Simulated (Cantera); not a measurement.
Feed: 1 mol Si2Cl6, 0.79 mol Cl2, 3.7 mol N2.

Method: chemical equilibrium by Gibbs-energy minimisation in Cantera with the NASA 1993 tables (ideal gas, pure condensed phases). Candidate condensed phases: Si, Si3N4; 13 gas species. The feed counts by its element totals alone. N2 is the only nitrogen source here; it is nearly inert below about 1500 K, so the nitride shown seldom forms there in practice. The tables' values for SiCl3 are old estimates. Rates play no part.

Stable condensed phases, one row left out:

```
T in K \ P in Pa
            100    230    540   1300   2900   6800  16000  37000  86000 200000
   1648       A      A      A      A      A      A      A      A      A      A
   1598       A      A      A      A      A      A      A      A      A      A
   1548       A      A      A      A      A      A      A      A      A      B
   1498       A      A      A      A      A      A      A      A      B      B
   1448       A      A      A      A      A      A      A      B      B      B
   1398       A      A      A      A      A      B      B      B      B      B
   1348       A      A      A      A      B      B      B      B      B      B
   1248       A      B      B      B      B      B      B      B      B      B
   1198       B      B      B      B      B      B      B      B      B      B
   1148       B      B      B      B      B      B      B      B      B      B
   1098       B      B      B      B      B      B      B      B      B      B
   1048       B      B      B      B      B      B      B      B      B      B
    998       B      B      B      B      B      B      B      B      B      B
```

A: gas only; B: Si3N4.

Q: Give the row for 1298 K.

A: 100: gas only; 230: gas only; 540: gas only; 1300: Si3N4; 2900: Si3N4; 6800: Si3N4; 16000: Si3N4; 37000: Si3N4; 86000: Si3N4; 200000: Si3N4.
